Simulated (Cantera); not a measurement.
Input: 1 mol MgSO₄, 0.54 mol H₂O, equilibrated at 1550 K and 13.3 mbar.

Equilibrium computed with Cantera from the NASA thermochemical tables; the gas is ideal and each condensed phase is pure. Candidate condensed phases: H₂O, H₂SO₄, Mg, MgO, Mg(OH)₂, MgS, MgSO₄, S; 26 gas species. The numbers say what is thermodynamically allowed, not how fast it happens.

Base state: SO₂ 0.489, H₂O 0.264, O₂ 0.245, SO₃ 0.000816, OH 0.000593, O 3.35e-5, H₂ 1.67e-5 (mole fractions); condensed: MgO(s).

Problem. What changes in the equilibrium state with this change: temperature from 1550 K to 1375 K?

Solution. 
```csv
species,before,after
SO₂,0.489,0.489
H₂O,0.264,0.265
O₂,0.245,0.244
SO₃,0.000816,0.00209
OH,0.000593,0.000119
O,3.35e-5,2.72e-6
H₂,1.67e-5,1.42e-6
"MgO(s), mol",1.00,1.00
```

Problem. What changes in the equilibrium state with this change: temperature from 1550 K to 1448.15 K?

Solution. 
```csv
species,before,after
SO₂,0.489,0.489
H₂O,0.264,0.265
O₂,0.245,0.245
SO₃,0.000816,0.00137
OH,0.000593,0.000244
O,3.35e-5,8.37e-6
H₂,1.67e-5,4.28e-6
"MgO(s), mol",1.00,1.00
```
